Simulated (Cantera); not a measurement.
## Ammonia decomposition in nitride growth gas

A perfectly stirred reactor is fed with 56.8 % NH3, 43.2 % N2, at 66.8 Torr; it is held at 2175 K, and followed from long to short residence time.

Model: the gas-phase N/H chemistry of the illustrative SiF4/NH3 mechanism in the Surface Chemkin manual (1991), integrated in Cantera. Walls and surfaces, which speed up NH3 decomposition in real reactors, are not modelled.

```csv
τ (s),x NH3,x N2H4,x N,x N2H2,x H
0.76,0.0357,1.03e-9,3.58e-6,3.67e-7,0.00141
0.29,0.0861,3.38e-9,3.47e-6,9.66e-7,0.000957
0.11,0.181,9.37e-9,3.28e-6,2.27e-6,0.000613
0.040,0.318,2.11e-8,2.82e-6,4.52e-6,0.000339
0.015,0.439,3.58e-8,2.02e-6,6.85e-6,0.000167
0.0056,0.512,5.02e-8,1.06e-6,8.22e-6,7.41e-5
0.0021,0.547,5.73e-8,4.06e-7,8.05e-6,3.01e-5
0.00078,0.560,4.74e-8,1.26e-7,5.96e-6,1.09e-5
0.00029,0.566,2.17e-8,3.53e-8,2.48e-6,3.91e-6
0.00011,0.567,4.72e-9,9.88e-9,4.59e-7,2.20e-6
```
x: mole fraction; the columns are a selection and need not sum to one.
